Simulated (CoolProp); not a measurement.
Carbon monoxide along the isotherm -173.95 °C: Z from the reference equation and from simpler models built on Tc = -140.3 °C, pc = 3.498 MPa, ω = 0.050; each cubic takes its own stable root.

The numbers come from the reference Helmholtz-energy equation of state, Lemmon 2006 in CoolProp. It is a short technical equation, of lower accuracy than the large ones.

```csv
p (MPa),phase,reference,van der Waals,Redlich-Kwong,Soave-Redlich-Kwong,Peng-Robinson
0.547,liquid,0.02617,0.8983,0.02670,0.02670,0.02356
1.09,liquid,0.05197,0.07619,0.05292,0.05292,0.04673
1.64,liquid,0.07792,0.1136,0.07921,0.07920,0.06998
2.19,liquid,0.1037,0.1503,0.1052,0.1052,0.09304
2.73,liquid,0.1289,0.1860,0.1306,0.1306,0.1155
3.28,liquid,0.1544,0.2218,0.1562,0.1562,0.1382
3.83,liquid,0.1797,0.2573,0.1816,0.1816,0.1607
4.37,liquid,0.2044,0.2917,0.2063,0.2063,0.1827
4.92,liquid,0.2295,0.3265,0.2314,0.2313,0.2050
5.47,liquid,0.2545,0.3610,0.2562,0.2562,0.2271
6.01,liquid,0.2788,0.3946,0.2805,0.2805,0.2487
6.56,liquid,0.3036,0.4285,0.3050,0.3050,0.2705
7.11,liquid,0.3282,0.4622,0.3294,0.3294,0.2923
7.65,liquid,0.3522,0.4951,0.3533,0.3533,0.3135
8.2,liquid,0.3766,0.5284,0.3774,0.3774,0.3351
8.75,liquid,0.4009,0.5616,0.4014,0.4014,0.3565
```

At some of these states van der Waals gives the other phase, because its saturation line lies elsewhere.
